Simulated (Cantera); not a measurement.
Charge: 1 mol Si₂H₆, 3.8 mol H₂O, 36 mol N₂, equilibrated at 10.0 mbar.

Cantera equilibrium calculation (NASA polynomials, part measured and part estimated; ideal gas, pure solids and liquids). Candidate condensed phases: H₂O, Si, SiO₂, Si₂N₂O, Si₃N₄; 35 gas species. The feed counts by its element totals alone. N₂ is the only nitrogen source here; it is nearly inert below about 1500 K, so the nitride shown seldom forms there in practice. Mutual solubility and eutectic melting of coexisting phases are not modelled. The tables hold silica as quartz up to 1696 K and as liquid above; real silica turns to tridymite and cristobalite and melts near 1996 K. Kinetics and transport are ignored.

Task: Which condensed phases are stable at each of these points (T (K)): 623, 723, 823, 923, 1023, 1123, 1223, 1323?

Result: 
| T (K) | condensed phases | Si condensed (%) |
|---|---|---|
| 623 | SiO₂(α-quartz) + Si₂N₂O(s) | 100.0 |
| 723 | SiO₂(α-quartz) + Si₂N₂O(s) | 100.0 |
| 823 | SiO₂(α-quartz) + Si₂N₂O(s) | 100.0 |
| 923 | SiO₂(β-quartz) + Si₂N₂O(s) | 100.0 |
| 1023 | SiO₂(β-quartz) + Si₂N₂O(s) | 100.0 |
| 1123 | SiO₂(β-quartz) + Si₂N₂O(s) | 100.0 |
| 1223 | SiO₂(β-quartz) + Si₂N₂O(s) | 100.0 |
| 1323 | SiO₂(β-quartz) + Si₂N₂O(s) | 100.0 |

From 623 K to 823 K the condensed part is SiO₂(α-quartz) + Si₂N₂O(s). From 923 K to 1323 K the condensed part is SiO₂(β-quartz) + Si₂N₂O(s).
